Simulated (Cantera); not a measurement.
Charge: 1 mol CH₂F₂, 0.068 mol H₂, held at 2248.15 K and 0.0210 Torr.

Method: chemical equilibrium by Gibbs-energy minimisation in Cantera with the NASA 1993 tables (ideal gas, pure condensed phases). Candidate condensed phases: C, C₆H₆, C₇H₈, C₈H₁₈; 95 gas species. Kinetics and transport are ignored.

Base state: HF 0.895, H 0.0785, F 0.0222, H₂ 0.00319, CF 0.000304, C₃ 0.000224, C 0.000126, C₂ 1.97e-5 (mole fractions); condensed: C(graphite).

Task: What changes in the equilibrium state with this change: pressure from 0.0210 Torr to 360 Torr?

Result: 
| species | before | after |
|---|---|---|
| HF | 0.895 | 0.966 |
| H₂ | 0.00319 | 0.0318 |
| H | 0.0785 | 0.00189 |
| F | 0.0222 | 5.79e-5 |
| C₃ | 0.000224 | 1.31e-8 |
| C | 0.000126 | 7.35e-9 |
| C₂ | 1.97e-5 | 1.15e-9 |
| CF | 0.000304 | 7.94e-7 |
| C₂H | 1.03e-5 | 2.48e-7 |
| C(graphite), mol | 0.997 | 1.000 |
